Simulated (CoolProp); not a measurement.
A closed Brayton cycle with carbon dioxide: compressor inlet 316.15 K and 8.6 MPa, high pressure 24 MPa, turbine inlet 705 K, compressor efficiency 0.85, turbine efficiency 0.85, recuperator effectiveness 0.95 (on enthalpy, no pinch check). Each further row changes one setting.

Model: reference Helmholtz-energy equation of state, Span 1996, in CoolProp.

| case | thermal efficiency (%) | net work (kJ/kg) | compressor to turbine work | compressor exit (K) | turbine exit (K) |
|---|---|---|---|---|---|
| as stated | 29.4 | 63.0 | 0.40 | 386.7 | 598.2 |
| turbine inlet 655 K | 26.6 | 53.6 | 0.44 | 386.7 | 551.9 |
| compressor inlet 326.15 K | 27.0 | 52.8 | 0.50 | 410.8 | 598.2 |
| high pressure 20.4 MPa | 29.0 | 56.1 | 0.38 | 375.3 | 614.8 |
| recuperator effectiveness 0.5 | 19.4 | 63.0 | 0.40 | 386.7 | 598.2 |
